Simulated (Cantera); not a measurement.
An isothermal, constant-pressure homogeneous reactor starts with 9.24 % H2, 16.2 % O2, 74.6 % N2, at 1100 K and 13300 Pa.

Computed with Cantera and the H2/O2 subset of GRI-Mech 3.0, which has no nitrogen chemistry. The temperature is held fixed by assumption; the heat of reaction is taken as removed at once.

One state of this run: x H2 = 4.92e-8; x O2 = 0.121; x H2O2 = 4.53e-9; x H = 6.82e-10; x O = 1.16e-7; x OH = 6.78e-6. x: mole fraction; the columns are a selection and need not sum to one.

Question: Which value of t (s) does it belong to?
A) 0.0145
B) 0.591
C) 0.00122
D) 0.000355

Answer: B, 0.591
